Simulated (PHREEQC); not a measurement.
0.61 g of hydrous ferric oxide (600 m²/g; 0.2 weak and 0.005 strong sites per Fe, Dzombak-Morel constants, diffuse double layer) in 1 kg of water with 0.05 mol/kgw of an inert sodium salt and 1.6e-06 mol Na2HAsO4 and 0.0004 mol NaH2PO4, at 25 °C; the pH is set by adding NaOH or the inert anion's acid. Oxygen is held at 0.21 atm. The system is closed to CO2. No solid was allowed to form.

Base run: PHREEQC, ion-association model, wateq4f.dat. Each further column changes one thing. The table gives P sorbed (%).

| pH | base | no electrostatic term (-no_edl) | background salt from 0.05 to 0.005 mol/kgw | oxide from 0.61 to 3 g/kgw | 0.00032 mol/kgw Na2SeO4 added |
|---|---|---|---|---|---|
| 3 | 100.0 | … | 100.0 | 100.0 | 99.9 |
| 3.5 | 100.0 | 95.7 | 100.0 | 100.0 | 99.9 |
| 4.5 | 100.0 | 95.9 | 100.0 | 100.0 | 99.9 |
| 5 | 100.0 | 96.2 | 100.0 | 100.0 | 99.9 |
| 6 | 100.0 | … | 100.0 | 100.0 | 99.9 |
| 6.5 | 99.9 | 98.7 | 99.9 | 100.0 | 99.9 |
| 7.5 | 98.3 | … | 98.7 | 100.0 | 98.2 |
| 8 | 91.4 | 99.1 | 92.8 | … | 91.4 |
| 9 | 47.1 | 98.0 | 46.9 | 91.7 | 47.1 |
| 9.5 | 23.4 | 95.7 | 21.4 | 67.1 | 23.4 |
| 10.5 | 1.8 | 73.9 | 1.1 | 8.2 | 1.8 |
| 11 | 0.4 | 48.0 | 0.2 | … | 0.4 |

**Question.** Some entries are withheld; supply them.

**Answer.** 
- 3, no electrostatic term (-no_edl): 95.3
- 6, no electrostatic term (-no_edl): 97.8
- 7.5, no electrostatic term (-no_edl): 99.2
- 8, oxide from 0.61 to 3 g/kgw: 99.8
- 11, oxide from 0.61 to 3 g/kgw: 1.7

H3PO4, which wateq4f.dat lacks, is added to it with the constant of phreeqc.dat. The oxide is taken as insoluble; below pH 4 it would dissolve.
